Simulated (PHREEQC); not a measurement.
Consider water at 15 °C with 0.063 mol/kgw H3BO3 and 0.0022 mol/kgw Na2SO4. Closed to the air; pH follows from the charge balance.

All values are PHREEQC results (ion-association model, phreeqc.dat), not measurements.

The ionic strength comes out as 0.00654 mol/kgw. What activity coefficients do H2BO3-, SO4-2, H+, Na+, NaSO4- get?

H2BO3- 0.92, SO4-2 0.72, H+ 0.93, Na+ 0.92, NaSO4- 0.92.

Precipitation was switched off in this run.
